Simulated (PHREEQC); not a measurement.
Consider water at 25 °C and 300 atm with 2.4 mol/kgw LiCl, 0.039 mol/kgw K2SO4 and 0.052 mol/kgw MgCl2. Closed to the air; pH follows from the charge balance.

Equilibrium calculation in PHREEQC: Pitzer model, pitzer.dat.

```json
{
 "ionic_strength": "2.67 mol/kgw",
 "activity_of_water": "0.895",
 "density": "1.070 g/cm³",
 "osmotic_coefficient": "1.209"
}
```

```json
[
 {"species": "Cl-", "molality": "2.50", "activity": "1.43", "log γ": "-0.242"},
 {"species": "Li+", "molality": "2.40", "activity": "4.47", "log γ": "0.270"},
 {"species": "K+", "molality": "0.0780", "activity": "0.0779", "log γ": "-0.001"},
 {"species": "Mg+2", "molality": "0.0520", "activity": "0.0470", "log γ": "-0.044"},
 {"species": "SO4-2", "molality": "0.0390", "activity": "0.000891", "log γ": "-1.641"},
 {"species": "H+", "molality": "1.72e-7", "activity": "3.54e-7", "log γ": "0.314"},
 {"species": "OH-", "molality": "1.64e-7", "activity": "3.13e-8", "log γ": "-0.718"},
 {"species": "MgOH+", "molality": "1.26e-7", "activity": "1.86e-7", "log γ": "0.168"},
 {"species": "HSO4-", "molality": "1.18e-7", "activity": "2.49e-8", "log γ": "-0.676"}
]
```

No solid was allowed to form. Under pressure, the constants of complexes without a molar volume in the database are unreliable.
